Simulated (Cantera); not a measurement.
A perfectly stirred reactor is fed with 2.46 % CH₄, 91.2 % H₂, 6.30 % H, at 15.0 Torr; it is held at 1825 K, and followed from long to short residence time.

Cantera simulation using GRI-Mech 3.0 (53 species, 325 reactions); the numbers are that mechanism's predictions, not measurements. GRI-Mech 3.0 stops at C3 and has no aromatics, soot or wall deposition, so with more carbon than oxygen in the feed, carbon stays in small species such as C2H2 where larger ones or solid carbon would form. Radical loss at walls, strong at low pressure, is not modelled.

### Question
Predict: x(CH₄) at τ = 0.950 s; x(H₂) at τ = 0.950 s; x(H) at τ = 0.950 s; x(CH₂) at τ = 0.950 s; x(C₂H₆) at τ = 0.950 s; x(CH₄) at τ = 97.0 ms; x(H₂) at τ = 97.0 ms; x(H) at τ = 97.0 ms; x(CH₂) at τ = 97.0 ms; x(C₂H₆) at τ = 97.0 ms.

### Answer
```json
{
  "x(CH₄) at τ = 0.950 s": "0.00309",
  "x(H₂) at τ = 0.950 s": "0.980",
  "x(H) at τ = 0.950 s": "0.00581",
  "x(CH₂) at τ = 0.950 s": "2.30e-6",
  "x(C₂H₆) at τ = 0.950 s": "1.26e-7",
  "x(CH₄) at τ = 97.0 ms": "0.00404",
  "x(H₂) at τ = 97.0 ms": "0.974",
  "x(H) at τ = 97.0 ms": "0.0116",
  "x(CH₂) at τ = 97.0 ms": "1.06e-5",
  "x(C₂H₆) at τ = 97.0 ms": "4.12e-7"
}
```
